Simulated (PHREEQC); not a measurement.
Solution (25 °C and 10 atm): 0.013 mol/kgw ZnSO4, 0.0098 mol/kgw Na2SO4 and 0.0029 mol/kgw MnSO4. Closed to the air; pH follows from the charge balance.

Model: ion-association model, phreeqc.dat, run in PHREEQC.

Each row changes one thing in this solution. This is a speciation only: nothing precipitates in the calculation.

```json
[
 {"case": "as made", "pH": "5.84", "ionic strength (mol/kgw)": "0.0636", "SO4-2 (mol/kgw)": "0.0172", "Mn+2 (mol/kgw)": "0.00183", "MnSO4 (mol/kgw)": "0.00107", "HSO4- (mol/kgw)": "1.26e-6", "SI of Pyrochroite (Mn(OH)2)": "-6.59"},
 {"case": "ZnSO4 left out", "pH": "6.81", "ionic strength (mol/kgw)": "[?]", "SO4-2 (mol/kgw)": "0.0112", "Mn+2 (mol/kgw)": "0.00191", "MnSO4 (mol/kgw)": "0.000987", "HSO4- (mol/kgw)": "9.97e-8", "SI of Pyrochroite (Mn(OH)2)": "-4.57"},
 {"case": "diluted 5-fold with water", "pH": "5.99", "ionic strength (mol/kgw)": "0.0151", "SO4-2 (mol/kgw)": "0.00421", "Mn+2 (mol/kgw)": "0.000451", "MnSO4 (mol/kgw)": "0.000129", "HSO4- (mol/kgw)": "2.93e-7", "SI of Pyrochroite (Mn(OH)2)": "-6.77"},
 {"case": "Na2SO4 left out", "pH": "5.75", "ionic strength (mol/kgw)": "[?]", "SO4-2 (mol/kgw)": "0.00985", "Mn+2 (mol/kgw)": "0.00203", "MnSO4 (mol/kgw)": "0.000866", "HSO4- (mol/kgw)": "9.85e-7", "SI of Pyrochroite (Mn(OH)2)": "-6.68"},
 {"case": "diluted 100-fold with water", "pH": "6.44", "ionic strength (mol/kgw)": "0.000903", "SO4-2 (mol/kgw)": "0.000250", "Mn+2 (mol/kgw)": "2.81e-5", "MnSO4 (mol/kgw)": "9.45e-7", "HSO4- (mol/kgw)": "7.98e-9", "SI of Pyrochroite (Mn(OH)2)": "-6.93"}
]
```

Task: What belongs in the gaps?

Result: 
- ZnSO4 left out, ionic strength (mol/kgw): 0.0360
- Na2SO4 left out, ionic strength (mol/kgw): 0.0409
